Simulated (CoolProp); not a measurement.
Computed with CoolProp (reference Helmholtz-energy equation of state, Gao 2022).

Give the vapour pressure (MPa), enthalpy of vaporisation (kJ/kg), liquid cp (kJ/(kg K)) of saturated n-perfluorobutane at 0.55 °C.


```json
[
 {"T (°C)": "0.55", "p (MPa)": "0.112", "enthalpy of vaporisation (kJ/kg)": "96.7", "liquid cp (kJ/(kg K))": "1.11"}
]
```
